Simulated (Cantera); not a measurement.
Input: 1 mol SiH₄, 0.66 mol C₂H₄, 390 mol H₂, held at 1.33 mbar.

Points: T (K) = 1475, 1575, 1675, 1775, 1875, 1975, 2075, 2175, 2275.

Cantera's Mixture.equilibrate('TP', solver="vcs", rtol=1e-11, max_steps=5000) on the NASA tables stopped like this:

```
ERROR: FAILURE its = 5001!

*******************************************************************************
CanteraError thrown by MultiPhase::equilibrate:
VCS solver failed. Return code: -1
*******************************************************************************
```

What got this run through?

Several could match; the one computed here: The failure is numerical, not chemical. The same input converged with solver="gibbs", rtol=1e-10, max_steps=50000, and the result passed a check of the equilibrium conditions:
```
log10 of partial pressures in bar; condensed amounts in mol
       T/K        H2         H        Si C2H2,acet      SiC2       SiH      Si2C     C(gr)    SiC(b)
      1475    -2.875    -6.325   -10.421    -8.051   -13.273   -11.307   -13.325    0.3132         1
      1575    -2.876    -5.819    -9.257    -7.551   -11.750   -10.317   -11.831    0.3026    0.9998
      1675    -2.877    -5.373    -8.234    -7.113   -10.412    -9.447   -10.520    0.2756    0.9981
      1775    -2.879    -4.978    -7.327    -6.725    -9.228    -8.678    -9.360    0.2227    0.9848
      1875    -2.883    -4.625    -6.518    -6.382    -8.172    -7.993    -8.326    0.1659    0.9012
      1975    -2.892    -4.310    -5.792    -6.080    -7.226    -7.381    -7.401    0.3126    0.4577
      2075    -2.908    -4.029    -5.532    -5.815    -6.769    -7.228    -7.357    0.2595         0
      2175    -2.935    -3.779    -5.536    -5.724    -6.734    -7.336    -7.868         0         0
      2275    -2.978    -3.560    -5.549    -5.743    -6.793    -7.453    -8.394         0         0
```

The gas is ideal and each condensed phase is pure.
